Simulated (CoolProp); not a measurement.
Saturation properties of carbon dioxide (Tc = 31.0 °C, pc = 7.377 MPa, ω = 0.224).

Values from CoolProp's reference Helmholtz-energy equation of state, Span 1996.

| T (°C) | p (MPa) | vapour density (kg/m³) | surface tension (mN/m) |
|---|---|---|---|
| -40.15 | ? | 25.98 | 12.7 |
| -34.35 | 1.230 | 31.93 | 11.4 |
| -28.65 | 1.494 | ? | ? |
| -22.85 | ? | 47.11 | 8.96 |
| -17.15 | 2.148 | 56.68 | 7.79 |
| -11.35 | 2.548 | 68.21 | 6.63 |
| -5.55 | 3.000 | 81.92 | ? |
| 0.15 | 3.499 | 98.11 | 4.46 |
| 5.95 | 4.067 | 118.2 | 3.43 |
| 11.75 | 4.701 | 143.4 | ? |
| 17.45 | 5.394 | ? | 1.59 |
| 23.25 | 6.180 | 223.1 | 0.786 |

Question: What belongs in the gaps?

Answer: 
- -40.15, p (MPa): 0.9990
- -28.65, vapour density (kg/m³): 38.84
- -28.65, surface tension (mN/m): 10.2
- -22.85, p (MPa): 1.802
- -5.55, surface tension (mN/m): 5.51
- 11.75, surface tension (mN/m): 2.47
- 17.45, vapour density (kg/m³): 175.9

Surface tension comes from a separate correlation (Mulero 2012).
